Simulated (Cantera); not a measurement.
An adiabatic, constant-pressure homogeneous reactor starts with 12.8 % CH4, 18.3 % O2, 68.8 % N2, at 1375 K and 0.840 bar.

Model: GRI-Mech 3.0 (53 species, 325 reactions), integrated in Cantera.

Problem. Predict: time of steepest temperature rise; temperature at 0.300 s; equilibrium temperature; x(O2) at 0.300 s; x(H) at 0.300 s; x(NO2) at 0.300 s; x(HCO) at 0.300 s.

Solution. 
| Property | Result |
|---|---|
| time of steepest temperature rise | 6.30 ms |
| temperature at 0.300 s | 2668 K |
| equilibrium temperature | 2668 K |
| x(O2) at 0.300 s | 0.00165 (gas-phase equilibrium 0.00165) |
| x(H) at 0.300 s | 0.0132 (gas-phase equilibrium 0.0132) |
| x(NO2) at 0.300 s | 1.47e-7 (gas-phase equilibrium 1.47e-7) |
| x(HCO) at 0.300 s | 1.02e-7 (gas-phase equilibrium 1.02e-7) |
